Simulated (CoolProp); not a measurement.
Vapour-liquid equilibrium of dimethyl ether (1) + ethanol (2) at 84.65 °C; x and y are mole fractions of (1).

Computed with CoolProp (multi-fluid Helmholtz-energy mixture model, Wu 2011 and Schroeder 2014; pair parameters Bell 2016).

Give the bubble pressure and the first vapour's composition at x = 0.25, 0.45, 0.65. Is there an azeotrope?

x = 0.25: 846.0 kPa, y = 0.861; x = 0.45: 1291 kPa, y = 0.919; x = 0.65: 1666 kPa, y = 0.948. No azeotrope shows between x = 0.05 and 0.95.

Pair parameters are fitted to limited data, so mixtures are less certain than the pure fluids. The gap from Raoult's law changes sign with composition, which may be real or a fault of the pair parameters; it wasn't checked against measurements.
